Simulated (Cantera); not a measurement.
What does this Cantera script print?

```python
import numpy as np
import cantera as ct

gas_names = """
    Cu CuO Cu2 H HO2 H2 H2O H2O2 O OH O2 O3
""".split()
cond_names = """
    Cu(cr) Cu(L) CuO(s) CuO2H2(s) Cu2O(s) Cu2O(L) H2O(s) H2O(L)
""".split()


def load(file, names, dense=False):
    # The tables refer to 1 bar. Condensed volumes are neglected.
    table = {s.name: s for s in ct.Species.list_from_file(file)}
    out = []
    for n in names:
        d = dict(table[n].input_data)
        d["thermo"] = dict(d["thermo"], **{"reference-pressure": 1e5})
        if dense:
            d["equation-of-state"] = {"model": "constant-volume", "density": "1e6 g/cm^3"}
        out.append(ct.Species.from_dict(d))
    return out


gas = ct.Solution(thermo="ideal-gas", species=load("nasa_gas.yaml", gas_names))
cond = {s.name: ct.Solution(thermo="fixed-stoichiometry", species=[s], name=s.name)
        for s in load("nasa_condensed.yaml", cond_names, dense=True)}
atoms = {
    'CuO': {'Cu': 1, 'O': 1},
    'H2': {'H': 2},
    'H2O': {'H': 2, 'O': 1},
}
top_T = {'CuO(s)': 1390}  # K; cautious upper limits of use, not melting points


def equilibrate(T, P, feed):
    n = {}
    for name, mol in feed.items():
        for a, k in atoms[name].items():
            n[a] = n.get(a, 0.0) + k * mol
    gas.TPX = T, P, n
    mass = sum(n.values()) * gas.mean_molecular_weight
    gas.equilibrate("TP")
    valid = [c for c in cond.values() if c.min_temp <= T <= top_T.get(c.name, c.max_temp)]
    mix = ct.Mixture([(gas, mass / gas.mean_molecular_weight)] + [(c, 0.0) for c in valid])
    mix.T, mix.P = T, P
    mix.equilibrate("TP", solver="vcs", rtol=1e-11, max_steps=5000)
    return mix


results = []
feed = {'CuO': 1, 'H2': 830, 'H2O': 0.23}  # mol
T = 1950  # K
P = 12  # Pa
mix = equilibrate(T, P, feed)
results.append((T, P, feed, dict(zip(mix.species_names, mix.species_moles))))
print(gas.report(threshold=0.001))
for i in range(1, mix.n_phases):
    print(f"{mix.phase(i).name:16s} {mix.phase_moles(i):12.5e} mol")
```

Output:

```
       temperature   1950 K
          pressure   12 Pa
           density   1.4868e-06 kg/m^3
  mean mol. weight   2.0089 kg/kmol
   phase of matter   gas

                          1 kg             1 kmol
                     ---------------   ---------------
          enthalpy        3.5482e+07        7.1278e+07  J
   internal energy        2.7411e+07        5.5065e+07  J
           entropy        1.3056e+05        2.6228e+05  J/K
    Gibbs function       -2.1911e+08       -4.4017e+08  J
 heat capacity c_p             16289             32722  J/K
 heat capacity c_v             12150             24408  J/K

                      mass frac. Y      mole frac. X     chem. pot. / RT
                     ---------------   ---------------   ---------------
                Cu          0.036168         0.0011434           -17.566
                 H          0.049766          0.099179           -14.268
                H2           0.90146           0.89827           -28.535
               H2O          0.012476         0.0013913           -57.881
     [   +8 minor]        0.00012721        1.5092e-05

Cu(L)             0.00000e+00 mol
Cu2O(L)           0.00000e+00 mol
```

Equilibrium computed with Cantera from the NASA thermochemical tables; the gas is ideal and each condensed phase is pure.
